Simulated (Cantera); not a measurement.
**Abatement and gas-phase synthesis: HI + O2**

A closed system holds: 1 mol HI, 0.85 mol O2, at 1098 K and 10.0 mbar.

Method: chemical equilibrium by Gibbs-energy minimisation in Cantera with the NASA 1993 tables (ideal gas, pure condensed phases). Candidate condensed phases: H2O, I2; 12 gas species. The numbers say what is thermodynamically allowed, not how fast it happens.

The x(I) comes out as 0.356 and the x(O2) is 0.308. The x(H2O) comes out as 0.257 and the x(I2) comes out as 0.0788. The x(HI) is 0.000107 and the x(OH) is 3.67e-6. The gas amount comes out as 1.947 mol and the log10 activity of I2(l) (absent) is -5.26.
